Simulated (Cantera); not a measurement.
## Dilute partial oxidation

An isothermal, constant-pressure homogeneous reactor starts with 0.910 % CH₂O, 0.208 % O₂, 98.9 % N₂, equivalence ratio 4.4, at 1248 K and 130000 Pa.

Cantera simulation using GRI-Mech 3.0 (53 species, 325 reactions); the numbers are that mechanism's predictions, not measurements.

```tsv
t (s)	x CH₂O	x O₂	x H	x C₂H₆	x H₂O
0.000100	0.00909	0.00208	3.75e-8	<1e-12	1.25e-7
0.000214	0.00908	0.00207	1.30e-7	<1e-12	1.17e-6
0.000459	0.00885	0.00204	1.13e-6	<1e-12	1.93e-5
0.000983	0.00407	0.00161	1.32e-5	1.16e-12	0.000724
0.00211	8.78e-6	0.00122	0.000113	2.42e-12	0.00158
0.00451	6.36e-10	5.91e-7	0.000907	<1e-12	0.00331
0.00966	2.96e-10	2.65e-8	0.000335	<1e-12	0.00305
0.0207	1.49e-10	3.82e-9	0.000141	<1e-12	0.00289
0.0443	8.38e-11	6.68e-10	6.26e-5	<1e-12	0.00278
0.0950	5.47e-11	1.27e-10	2.85e-5	<1e-12	0.00270
0.203	4.15e-11	2.54e-11	1.32e-5	<1e-12	0.00264
0.436	3.54e-11	5.19e-12	6.11e-6	<1e-12	0.00259
0.934	3.26e-11	1.08e-12	2.85e-6	<1e-12	0.00255
2.00	3.13e-11	<1e-12	1.33e-6	<1e-12	0.00252
```
x: mole fraction; the columns are a selection and need not sum to one.

Equilibrium at this temperature and pressure: CH₂O 3.02e-11, O₂ <1e-12, H 3.36e-8, C₂H₆ <1e-12, H₂O 0.00241 (gas phase only).
